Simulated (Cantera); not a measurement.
A freely propagating, adiabatic, planar premixed flame of 19.8 % H₂, 15.7 % O₂, 64.4 % N₂, unburnt at 700 K and 1.01 bar; mixture-averaged transport, grid criteria slope 0.08 and curve 0.16, no radiation.

Model: the H2/O2 subset of GRI-Mech 3.0, which has no nitrogen chemistry, integrated in Cantera. Burning velocities carry a grid error of a few per cent, more on coarse grids. Lean hydrogen flames are cellular in practice and burn faster than this planar one.

x: mole fraction of selected species; z is measured from the peak of heat release.

| z (mm) | T (K) | u (m/s) | x H₂ | x O₂ | x O | x OH | x HO₂ | x H₂O₂ |
|---|---|---|---|---|---|---|---|---|
| -1.42 | 700 | 6.31 | 0.198 | 0.157 | <1e-8 | <1e-8 | <1e-8 | <1e-8 |
| -0.948 | 700 | 6.31 | 0.198 | 0.157 | <1e-8 | <1e-8 | <1e-8 | <1e-8 |
| -0.711 | 700 | 6.31 | 0.198 | 0.157 | <1e-8 | <1e-8 | 3.08e-8 | <1e-8 |
| -0.474 | 700 | 6.31 | 0.198 | 0.157 | 2.48e-8 | <1e-8 | 3.11e-6 | <1e-8 |
| -0.237 | 722 | 6.46 | 0.191 | 0.158 | [?] | [?] | [?] | [?] |
| -0.118 | 886 | 7.76 | 0.159 | 0.153 | 0.000499 | 0.000684 | 0.000166 | 9.33e-6 |
| 0 | 1224 | 10.4 | 0.0850 | 0.122 | 0.00525 | 0.00351 | 9.30e-5 | 6.80e-6 |
| 0.118 | [?] | 12.6 | [?] | [?] | [?] | [?] | [?] | [?] |
| 0.237 | 1628 | 13.7 | 0.0180 | 0.0710 | 0.0131 | 0.0110 | 3.85e-5 | 2.15e-6 |
| 0.474 | 1771 | 14.7 | 0.0138 | 0.0668 | 0.0110 | 0.0126 | 2.73e-5 | 1.10e-6 |
| 0.948 | 1902 | 15.7 | 0.0101 | 0.0649 | 0.00764 | 0.0127 | 1.80e-5 | 6.10e-7 |
| 1.90 | 2005 | 16.4 | 0.00624 | 0.0639 | 0.00448 | 0.0112 | 1.05e-5 | 3.72e-7 |
| 3.79 | 2075 | 16.9 | 0.00313 | 0.0638 | 0.00219 | 0.00852 | 5.71e-6 | 2.41e-7 |

Problem. Fill in the missing entries.

Solution. 
- -0.237, x O: 2.08e-5
- -0.237, x OH: 7.89e-5
- -0.237, x HO₂: 0.000216
- -0.237, x H₂O₂: 4.41e-6
- 0.118, T (K): 1488
- 0.118, x H₂: 0.0307
- 0.118, x O₂: 0.0831
- 0.118, x O: 0.0119
- 0.118, x OH: 0.00850
- 0.118, x HO₂: 5.37e-5
- 0.118, x H₂O₂: 3.86e-6
